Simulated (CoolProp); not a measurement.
The fluoroketone C6F12O (FK-5-1-12) at several states: fugacity coefficient from the reference equation and from simpler models built on Tc = 441.8 K, pc = 1869 kPa, ω = 0.471; each cubic takes its own stable root.

Model: reference Helmholtz-energy equation of state, McLinden 2015, in CoolProp.

```csv
T (K),p (kPa),phase,reference,van der Waals,Soave-Redlich-Kwong,Peng-Robinson
498.8,54.1,gas,0.9936,0.9936,0.9939,0.9929
413.8,1810,liquid,[?],0.6064,[?],[?]
226.6,23.6,liquid,0.02358,[?],0.02501,0.02795
246.7,12.3,liquid,0.2073,0.9926,0.2127,0.2285
```

**Question.** Some entries are withheld; supply them.

**Answer.** 
- 413.8, reference: 0.4765
- 413.8, Soave-Redlich-Kwong: 0.4904
- 413.8, Peng-Robinson: 0.4732
- 226.6, van der Waals: 0.9828

At some of these states van der Waals gives the other phase, because its saturation line lies elsewhere.
